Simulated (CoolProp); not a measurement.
R245ca at several states: Z from the reference equation and from simpler models built on Tc = 447.6 K, pc = 3.941 MPa, ω = 0.355; each cubic takes its own stable root.

Computed with CoolProp (reference Helmholtz-energy equation of state, Zhou 2016).

```
T (K)  p (MPa)   phase  reference
-----  -------  ------  ---------
445.4    0.559     gas     0.9477
284.6       10  liquid     0.3931
249.1    0.286  liquid    0.01230
272.3       10  liquid     0.4032
```

Q: How far does each simpler model (van der Waals, Redlich-Kwong, Soave-Redlich-Kwong, Peng-Robinson) lie from the reference over these 4 states: mean and median of the absolute difference, and the worst?

A: 
- van der Waals: mean 47.2 %, median 60.4 %, worst +67.2 % at 249.1 K and 0.286 MPa
- Redlich-Kwong: mean 9.1 %, median 11.6 %, worst +13.0 % at 249.1 K and 0.286 MPa
- Soave-Redlich-Kwong: mean 6.0 %, median 7.6 %, worst +8.8 % at 249.1 K and 0.286 MPa
- Peng-Robinson: mean 3.1 %, median 3.8 %, worst -4.5 % at 284.6 K and 10 MPa
